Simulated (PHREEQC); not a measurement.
A solution holds 0.012 mol/kgw HBr and 0.00097 mol/kgw FeCl3, at 25 °C. Closed to the air; pH follows from the charge balance.

Equilibrium calculation in PHREEQC: ion-association model, phreeqc.dat.

Each row changes one thing in this solution. No solid was allowed to form.

```
case                                          pH  ionic strength (mol/kgw)  Fe+3 (mol/kgw)  FeOH+2 (mol/kgw)  FeCl+2 (mol/kgw)  Fe(OH)2+ (mol/kgw)  SI of Goethite (FeOOH)  SI of Hematite (Fe2O3)
------------------------------------------  ----  ------------------------  --------------  ----------------  ----------------  ------------------  ----------------------  ----------------------
as made                                     1.96                    0.0172        0.000679          0.000244           3.16e-5             5.03e-6                   +3.28                   +8.56
FeCl3 from 0.00097 to 0.00485 mol/kgw       1.94                    0.0373         0.00308          0.000944          0.000585             1.63e-5                   +3.75                   +9.51
0.00032 mol/kgw Mg(NO3)2 added              1.96                    0.0182        0.000681          0.000243           3.13e-5             4.97e-6                     [?]                   +8.55
diluted 10-fold with water                  2.90                   0.00160         1.55e-5           6.57e-5           1.06e-7             1.53e-5                   +4.74                  +11.49
HBr left out                                3.02                   0.00402        0.000124          0.000623           7.53e-6            0.000176                   +5.91                  +13.82
temperature from 25 to 60 °C                1.95                       [?]        0.000279          0.000602           3.40e-5             3.88e-5                   +3.95                  +10.05
diluted 2-fold with water                   2.24                   0.00846        0.000263          0.000201           7.07e-6             8.79e-6                   +3.82                   +9.64
HBr replaced by ZnBr2 at the same molality  3.08                       [?]        0.000141          0.000588           5.43e-6            0.000137                   +5.81                  +13.63
```

Q: Fill in the missing entries.

A: 
- 0.00032 mol/kgw Mg(NO3)2 added, SI of Goethite (FeOOH): +3.27
- temperature from 25 to 60 °C, ionic strength (mol/kgw): 0.0164
- HBr replaced by ZnBr2 at the same molality, ionic strength (mol/kgw): 0.0401

Some of these states are supersaturated (in Hematite (slow to form), Goethite (slow to form), for instance). At this temperature some constants are extrapolated from 25 °C, and those without enthalpy data are left unchanged.
